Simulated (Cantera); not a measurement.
Input (Python, Cantera) and output of one run.

```python
import numpy as np
import cantera as ct

gas_names = """
    H HO2 H2 H2O H2O2 Li LiH LiO LiOH Li2 Li2O Li2O2 Li2O2H2 O OH O2 O3
""".split()
cond_names = """
    H2O(s) H2O(L) Li(cr) Li(L) LiH(s) LiH(L) LiOH(s) LiOH(L) Li2O(s) Li2O(L)
""".split()


def load(file, names, dense=False):
    # The tables refer to 1 bar. Condensed volumes are neglected.
    table = {s.name: s for s in ct.Species.list_from_file(file)}
    out = []
    for n in names:
        d = dict(table[n].input_data)
        d["thermo"] = dict(d["thermo"], **{"reference-pressure": 1e5})
        if dense:
            d["equation-of-state"] = {"model": "constant-volume", "density": "1e6 g/cm^3"}
        out.append(ct.Species.from_dict(d))
    return out


gas = ct.Solution(thermo="ideal-gas", species=load("nasa_gas.yaml", gas_names))
cond = {s.name: ct.Solution(thermo="fixed-stoichiometry", species=[s], name=s.name)
        for s in load("nasa_condensed.yaml", cond_names, dense=True)}
atoms = {
    'LiOH': {'Li': 1, 'O': 1, 'H': 1},
    'H2O': {'H': 2, 'O': 1},
}
top_T = {}  # K; cautious upper limits of use, not melting points


def equilibrate(T, P, feed):
    n = {}
    for name, mol in feed.items():
        for a, k in atoms[name].items():
            n[a] = n.get(a, 0.0) + k * mol
    gas.TPX = T, P, n
    mass = sum(n.values()) * gas.mean_molecular_weight
    gas.equilibrate("TP")
    valid = [c for c in cond.values() if c.min_temp <= T <= top_T.get(c.name, c.max_temp)]
    mix = ct.Mixture([(gas, mass / gas.mean_molecular_weight)] + [(c, 0.0) for c in valid])
    mix.T, mix.P = T, P
    mix.equilibrate("TP", solver="vcs", rtol=1e-11, max_steps=5000)
    return mix


results = []
feed = {'LiOH': 1, 'H2O': 0.02}  # mol
P = 32000  # Pa
for T in [1400, 1475, 1550, 1625, 1700, 1775, 1850, 1925]:
    mix = equilibrate(T, P, feed)
    results.append((T, P, feed, dict(zip(mix.species_names, mix.species_moles))))

top = {s: max(r[3][s] / sum(r[3][g] for g in gas_names) for r in results) for s in gas_names}
cols = sorted((s for s in top if top[s] > 1e-05), key=lambda s: -top[s])[:7]
seen = [c for c in cond_names if any(r[3].get(c, 0) > 1e-12 for r in results)]
print("log10 of partial pressures in bar; condensed amounts in mol")
print(f"{'T/K':>10s}" + "".join(f"{s[:9]:>10s}" for s in cols + seen))
for T, P, feed, n in results:
    ng = sum(n[g] for g in gas_names)
    print(f"{T:10.4g}" + "".join(f"{np.log10(max(n[s] / ng * P / 1e5, 1e-99)):10.3f}" for s in cols)
          + "".join(f"{n.get(c, 0):10.4g}" for c in seen))
```

Output:

```
log10 of partial pressures in bar; condensed amounts in mol
       T/K       H2O      LiOH      Li2O   Li2O2H2        H2        Li        O2   Li2O(s)   Li2O(L)
      1400    -0.504    -2.206    -6.697    -3.698    -4.455    -7.228    -4.788    0.4946         0
      1475    -0.514    -1.874    -5.927    -3.503    -4.144    -6.459    -4.482    0.4884         0
      1550    -0.533    -1.581    -5.236    -3.340    -3.869    -5.765    -4.212     0.477         0
      1625    -0.566    -1.325    -4.612    -3.210    -3.631    -5.135    -3.976    0.4573         0
      1700    -0.620    -1.105    -4.048    -3.119    -3.430    -4.560    -3.773    0.4255         0
      1775    -0.703    -0.922    -3.535    -3.072    -3.273    -4.031    -3.602    0.3776         0
      1850    -0.822    -0.779    -3.073    -3.080    -3.166    -3.548    -3.456         0    0.3123
      1925    -0.955    -0.690    -2.709    -3.171    -3.096    -3.136    -3.309         0    0.2456
```

Equilibrium computed with Cantera from the NASA thermochemical tables; the gas is ideal and each condensed phase is pure.
